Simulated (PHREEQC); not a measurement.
**Nickel, zinc or cadmium bath: an equilibrium model**

Make-up at 25 °C: 0.071 mol CdCl2 and 0.17 mol CdSO4 per kg of water. Closed to the air; pH follows from the charge balance.

The numbers come from PHREEQC with the ion-association model, phreeqc.dat.

This is a speciation only: nothing precipitates in the calculation.

Estimate the pH, activity of water, ionic strength.

pH 5.52; activity of water 0.994; ionic strength 0.356 mol/kgw.

In which forms is Cd present?

CdCl+ 33 %, Cd+2 27 %, CdSO4 25 %, Cd(SO4)2-2 12 %, CdCl2 3.0 % of the Cd.
